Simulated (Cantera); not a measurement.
A perfectly stirred reactor is fed with 13.6 % CH4, 18.1 % O2, 68.3 % N2, at 1.01 bar; it is adiabatic with a 350 K inlet, and is followed from long to short residence time, starting on the burning branch (τ in s: 0.11, 0.049, 0.021, 0.0091, 0.0039, 0.0017, 0.00072, 0.00031, 0.00013, 5.7e-05, 2.5e-05, 1.1e-05, 4.6e-06).

Detailed kinetics in Cantera: GRI-Mech 3.0 (53 species, 325 reactions).

One state of this run: T (K) = 1940; x CH4 = 0.00199; x O2 = 0.000480; x CH2 = 2.13e-6; x CO = 0.0801; x H2O = 0.171; x C2H4 = 1.66e-5; x HCO = 1.12e-7. x: mole fraction; the columns are a selection and need not sum to one.

Which value of τ (s) does it belong to?
A) 5.7e-5
B) 2.5e-5
C) 0.049
D) 0.00031

C, 0.049
